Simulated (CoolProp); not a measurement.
Vapour-liquid equilibrium of methanol (1) + water (2) at 0.251 MPa; x and y are mole fractions of (1).

Computed with CoolProp (multi-fluid Helmholtz-energy mixture model, de Reuck 1993 and Wagner 2002; pair parameters Bell 2016).

Question: Give the bubble temperature and the first vapour's composition at x = 0.05, 0.2, 0.35. Is there an azeotrope?

Answer: x = 0.05: 395.7 K, y = 0.176; x = 0.2: 385.1 K, y = 0.489; x = 0.35: 378.3 K, y = 0.656. No azeotrope shows between x = 0.05 and 0.95.

Pair parameters are fitted to limited data, so mixtures are less certain than the pure fluids.
